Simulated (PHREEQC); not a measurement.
Make-up at 25 °C: 26 mmol/kgw NaOH, 26 mmol/kgw KCl and 0.0055 mmol/kgw H4SiO4. Closed to the air; pH follows from the charge balance.

Model: ion-association model, phreeqc.dat, run in PHREEQC.

### Question
The ionic strength comes out as 0.0520 mol/kgw. What activity coefficients do Cl-, H2SiO4-2, OH-, Na+, K+ get?

### Answer
Cl- 0.81, H2SiO4-2 0.47, OH- 0.81, Na+ 0.82, K+ 0.81.

This is a speciation only: nothing precipitates in the calculation.
